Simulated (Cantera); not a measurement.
A closed system holds: 1 mol FeCl3, 74 mol H2, equilibrated at 28.0 mbar.

These are equilibrium values from Cantera (NASA tables, ideal gas, pure condensed phases), not measurements of a reactor. Candidate condensed phases: Fe, FeCl2, FeCl3; 11 gas species. Equilibrium is a limit: real reactors are often held back by kinetics, nucleation or transport.

Problem. At 1250 K, list the 3 most abundant gas species with their mole fractions, and the condensed phases.

Solution. H2 0.961, HCl 0.0384, FeCl2 0.000664. Condensed: Fe(γ).
